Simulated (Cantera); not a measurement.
Charge: 1 mol HF, 0.3 mol H₂O, 0.15 mol H₂, held at 2377 °C and 750 Torr.

Cantera equilibrium calculation (NASA polynomials, part measured and part estimated; ideal gas, pure solids and liquids). Kinetics and transport are ignored.

```json
[
 {"species": "HF", "before": "0.681", "after": "0.569"},
 {"species": "H", "before": "0.0148", "after": "0.157"},
 {"species": "H₂", "before": "0.100", "after": "0.0998"},
 {"species": "H₂O", "before": "0.196", "after": "0.0655"},
 {"species": "O", "before": "0.000671", "after": "0.0419"},
 {"species": "F", "before": "0.000305", "after": "0.0109"},
 {"species": "O₂", "before": "0.000531", "after": "0.0106"},
 {"species": "OH", "before": "0.00706", "after": "0.0454"}
]
```
Gas species are given as mole fractions.

Problem. Name the change that produced these shifts.
A) temperature from 2377 °C to 2577 °C
B) H₂O from 0.3 to 0.17 mol
C) temperature from 2377 °C to 3152 °C
D) pressure from 750 Torr to 0.263 Torr

Solution. C, temperature from 2377 °C to 3152 °C
